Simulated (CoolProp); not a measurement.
A single-stage vapour-compression cycle with chloromethane (R40): evaporating at 278.15 K (dew point), condensing at 325.15 K (bubble point), superheat 10 K, subcooling 0 K, compressor efficiency 0.9, no pressure losses. Each further row changes one setting.

Model: reference Helmholtz-energy equation of state, Thol 2014, in CoolProp.

| case | cooling COP | pressure ratio | discharge temperature (K) | refrigerating effect (kJ/kg) | volumetric capacity (kJ/m³) |
|---|---|---|---|---|---|
| as stated | 4.38 | 3.83 | 384.6 | 329 | 2280 |
| evaporating temperature 283.15 K | 5.08 | ? | ? | 332 | 2690 |
| condensing temperature 320.15 K | 5.00 | 3.39 | ? | 338 | 2340 |
| subcooling 5 K | 4.49 | 3.83 | 384.6 | 338 | 2340 |
| superheat 20 K | ? | 3.83 | 396.2 | ? | ? |
| compressor efficiency 0.8 | ? | 3.83 | ? | 329 | 2280 |

Some entries are withheld; supply them.


- evaporating temperature 283.15 K, pressure ratio: 3.24
- evaporating temperature 283.15 K, discharge temperature (K): 377.8
- condensing temperature 320.15 K, discharge temperature (K): 375.1
- superheat 20 K, cooling COP: 4.32
- superheat 20 K, refrigerating effect (kJ/kg): 339
- superheat 20 K, volumetric capacity (kJ/m³): 2250
- compressor efficiency 0.8, cooling COP: 3.89
- compressor efficiency 0.8, discharge temperature (K): 393.4
